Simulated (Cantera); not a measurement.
An isothermal plug-flow reactor at 800 K and 1350 Torr (inlet), inlet velocity 0.63 m/s, active area per volume 180 1/m; feed CO : O2 : N2 = 0.0046 : 0.18 : 0.79 (molar parts), equivalence ratio 0.013.

Cantera simulation using Deutschmann's 1995 Pt surface mechanism with GRI-Mech 3.0 gas chemistry; the numbers are that mechanism's predictions, not measurements. Catalytic surfaces can have several steady states; this one follows from the mechanism file's or the stated starting coverage. Mass transfer to the wall is taken as infinitely fast.

Problem. What does this change do: N2 0.79 to 1.7 parts?

Solution. 
```
quantity                  before    after
----------------------  --------  -------
x(CO) at z = 0.069 m    0.000151  7.16e-6
x(O2) at z = 0.069 m       0.183   0.0944
x(H2O) at z = 0.069 m     <1e-12   <1e-12
x(CO2) at z = 0.069 m    0.00458  0.00244
θ(free Pt) at the exit    0.0221   0.0294
θ(O*) at the exit          0.978    0.971
```

Problem. What does this change do: O2 0.18 to 0.064 parts?

Solution. 
| quantity | before | after |
|---|---|---|
| x(CO) at z = 0.069 m | 0.000151 | 1.80e-6 |
| x(O2) at z = 0.069 m | 0.183 | 0.0721 |
| x(H2O) at z = 0.069 m | <1e-12 | <1e-12 |
| x(CO2) at z = 0.069 m | 0.00458 | 0.00537 |
| θ(free Pt) at the exit | 0.0221 | 0.0329 |
| θ(O*) at the exit | 0.978 | 0.967 |
